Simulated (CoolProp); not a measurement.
A single-stage vapour-compression cycle with isobutene: evaporating at 325.15 K (dew point), condensing at 346.15 K (bubble point), superheat 2 K, subcooling 5 K, compressor efficiency 0.8, no pressure losses. Each further row changes one setting.

Values from CoolProp's reference Helmholtz-energy equation of state, Lemmon 2005. It is a short technical equation, of lower accuracy than the large ones.

| case | cooling COP | pressure ratio | discharge temperature (K) | refrigerating effect (kJ/kg) | volumetric capacity (kJ/m³) |
|---|---|---|---|---|---|
| as stated | 11.3 | 1.64 | 348.3 | 288 | 4460 |
| evaporating temperature 330.15 K | ? | 1.45 | 348.2 | 294 | 5150 |
| condensing temperature 341.15 K | ? | 1.47 | 343.4 | 302 | 4660 |
| subcooling 10 K | 11.8 | 1.64 | 348.3 | 302 | 4660 |
| superheat 12 K | 11.5 | 1.64 | 358.0 | ? | 4530 |
| compressor efficiency 0.7 | 9.91 | 1.64 | 350.0 | 288 | 4460 |

Problem. What belongs in the gaps?

Solution. 
- evaporating temperature 330.15 K, cooling COP: 15.4
- condensing temperature 341.15 K, cooling COP: 15.3
- superheat 12 K, refrigerating effect (kJ/kg): 308
